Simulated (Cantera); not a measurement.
## Silicon oxide and oxynitride deposition: SiH4 + CO2

Charge: 1 mol SiH4, 0.19 mol CO2, at 4300 Pa.

Method: chemical equilibrium by Gibbs-energy minimisation in Cantera with the NASA 1993 tables (ideal gas, pure condensed phases). Candidate condensed phases: C, C6H6, C7H8, C8H18, H2O, Si, SiC, SiO2; 123 gas species. Mutual solubility and eutectic melting of coexisting phases are not modelled. The tables hold silica as quartz up to 1696 K and as liquid above; real silica turns to tridymite and cristobalite and melts near 1996 K. Equilibrium is a limit: real reactors are often held back by kinetics, nucleation or transport.

```csv
T (K),log p H2,log p SiO,log p CO,log p H,log p H2O,log p SiH2,n Si(s),n SiC(s),n SiO2(α-quartz),n SiO2(β-quartz)
698,-1.37,<-13,<-13,<-13,<-13,<-13,0.620,0.190,0.190,0
798,-1.37,<-13,<-13,-12.26,-13.10,<-13,0.620,0.190,0.190,0
898,-1.37,-11.35,<-13,-10.64,-11.60,-12.83,0.620,0.190,0,0.190
998,-1.37,-9.32,-12.06,-9.35,-10.40,-11.42,0.620,0.190,0,0.190
1098,-1.37,-7.67,-10.09,-8.29,-9.43,-10.27,0.620,0.190,0,0.190
1198,-1.37,-6.30,-8.45,-7.40,-8.62,-9.31,0.620,0.190,0,0.190
1298,-1.37,-5.14,-7.07,-6.65,-7.94,-8.50,0.620,0.190,0,0.190
1398,-1.37,-4.15,-5.89,-6.01,-7.36,-7.80,0.618,0.190,0,0.188
1498,-1.37,-3.30,-4.87,-5.45,-6.86,-7.21,0.609,0.189,0,0.178
1598,-1.40,-2.56,-3.98,-4.97,-6.45,-6.71,0.559,0.185,0,0.119
```
log p: log10 of the partial pressure in bar; n: condensed amount in mol.

From 698 K to 798 K the condensed part is Si(s) + SiC(s) + SiO2(α-quartz). From 898 K to 1598 K the condensed part is Si(s) + SiC(s) + SiO2(β-quartz).
